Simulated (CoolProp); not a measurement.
Model: reference Helmholtz-energy equation of state, Zhou 2012, in CoolProp.

Give the vapour pressure (bar), liquid cp (kJ/(kg K)), surface tension (mN/m), vapour viscosity (µPa s) of saturated o-xylene at 410.5 K.


```csv
T (K),p (bar),liquid cp (kJ/(kg K)),surface tension (mN/m),vapour viscosity (µPa s)
410.5,0.838,2.15,17.8,8.87
```

Viscosity comes from a separate model (Cao 2016). Surface tension comes from a separate correlation (Mulero 2014).
